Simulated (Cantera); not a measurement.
Input (Python, Cantera) and output of one run.

```python
import numpy as np
import cantera as ct

gas_names = """
    CL CL2 N N2 Si SiCL SiCL2 SiCL3 SiCL4 SiN Si2 Si2N Si3
""".split()
cond_names = """
    Si(cr) Si(L) Si3N4(a)
""".split()


def load(file, names, dense=False):
    # The tables refer to 1 bar. Condensed volumes are neglected.
    table = {s.name: s for s in ct.Species.list_from_file(file)}
    out = []
    for n in names:
        d = dict(table[n].input_data)
        d["thermo"] = dict(d["thermo"], **{"reference-pressure": 1e5})
        if dense:
            d["equation-of-state"] = {"model": "constant-volume", "density": "1e6 g/cm^3"}
        out.append(ct.Species.from_dict(d))
    return out


gas = ct.Solution(thermo="ideal-gas", species=load("nasa_gas.yaml", gas_names))
cond = {s.name: ct.Solution(thermo="fixed-stoichiometry", species=[s], name=s.name)
        for s in load("nasa_condensed.yaml", cond_names, dense=True)}
atoms = {
    'SiCl4': {'Si': 1, 'CL': 4},
    'N2': {'N': 2},
}
top_T = {'Si3N4(a)': 2400}  # K; cautious upper limits of use, not melting points


def equilibrate(T, P, feed):
    n = {}
    for name, mol in feed.items():
        for a, k in atoms[name].items():
            n[a] = n.get(a, 0.0) + k * mol
    gas.TPX = T, P, n
    mass = sum(n.values()) * gas.mean_molecular_weight
    gas.equilibrate("TP")
    valid = [c for c in cond.values() if c.min_temp <= T <= top_T.get(c.name, c.max_temp)]
    mix = ct.Mixture([(gas, mass / gas.mean_molecular_weight)] + [(c, 0.0) for c in valid])
    mix.T, mix.P = T, P
    mix.equilibrate("TP", solver="vcs", rtol=1e-11, max_steps=5000)
    return mix


results = []
feed = {'SiCl4': 1, 'N2': 2.8}  # mol
T = 1300  # K
P = 8500  # Pa
mix = equilibrate(T, P, feed)
results.append((T, P, feed, dict(zip(mix.species_names, mix.species_moles))))
print(gas.report(threshold=1e-06))
for i in range(1, mix.n_phases):
    print(f"{mix.phase(i).name:16s} {mix.phase_moles(i):12.5e} mol")
```

Result:

```
       temperature   1300 K
          pressure   8500 Pa
           density   0.051379 kg/m^3
  mean mol. weight   65.335 kg/kmol
   phase of matter   gas

                          1 kg             1 kmol
                     ---------------   ---------------
          enthalpy       -1.8964e+06        -1.239e+08  J
   internal energy       -2.0618e+06       -1.3471e+08  J
           entropy            4993.7        3.2626e+05  J/K
    Gibbs function       -8.3882e+06       -5.4804e+08  J
 heat capacity c_p            813.75             53166  J/K
 heat capacity c_v            686.49             44851  J/K

                      mass frac. Y      mole frac. X     chem. pot. / RT
                     ---------------   ---------------   ---------------
                CL        0.00010375        0.00019121           -21.569
               CL2        2.1915e-05        2.0195e-05           -43.138
                N2           0.31587           0.73669           -28.354
             SiCL2        1.7971e-06        1.1862e-06           -70.184
             SiCL3        0.00047166        0.00022923           -91.753
             SiCL4           0.68353           0.26287           -113.32
     [   +7 minor]        5.6968e-15         6.241e-15

Si(cr)            0.00000e+00 mol
Si3N4(a)          0.00000e+00 mol
```

Method: chemical equilibrium by Gibbs-energy minimisation in Cantera with the NASA 1993 tables (ideal gas, pure condensed phases). The tables' values for SiCl3 are old estimates; treat these amounts as uncertain.
